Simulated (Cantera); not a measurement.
Low-pressure radical oxidation in H2/O2

An isothermal, constant-pressure homogeneous reactor starts with H₂ : O₂ : N₂ = 0.13 : 1 : 0.17 (molar parts), at 1375 K and 0.0207 atm.

Computed with Cantera and the H2/O2 subset of GRI-Mech 3.0, which has no nitrogen chemistry. Radical loss at walls, strong at low pressure, is not modelled. The temperature is held fixed by assumption; the heat of reaction is taken as removed at once.

```
t (s)         x H₂   x O₂    x H₂O₂       x H      x OH    x HO₂
--------  --------  -----  --------  --------  --------  -------
4.00e-5     0.1000  0.769  7.72e-11   6.65e-8   4.69e-8  7.97e-8
0.000100    0.1000  0.769  4.76e-10   4.00e-7   3.61e-7  2.00e-7
0.000252    0.0999  0.769   2.91e-9   2.31e-5   2.17e-5  5.56e-7
0.000633    0.0148  0.709   2.92e-7    0.0242    0.0137  5.24e-6
0.00159    0.00319  0.699   1.70e-7    0.0199   0.00947  5.10e-6
0.00399    0.00283  0.706   1.71e-7    0.0161   0.00897  5.06e-6
0.0100     0.00208  0.721   1.69e-7   0.00964   0.00777  4.85e-6
0.0252     0.00101  0.740   1.44e-7   0.00307   0.00548  3.97e-6
0.0632    0.000277  0.752   8.85e-8  0.000424   0.00289  2.18e-6
0.159      5.42e-5  0.756   3.98e-8   3.64e-5   0.00128  7.36e-7
0.398      1.09e-5  0.757   1.57e-8   3.28e-6  0.000576  2.08e-7
1.00       2.61e-6  0.757   6.03e-9   3.86e-7  0.000282  7.75e-8
```
x: mole fraction; the columns are a selection and need not sum to one.

Equilibrium at this temperature and pressure: H₂ 2.57e-7, O₂ 0.757, H₂O₂ 1.25e-9, H 1.21e-8, OH 8.89e-5, HO₂ 7.50e-8 (gas phase only).
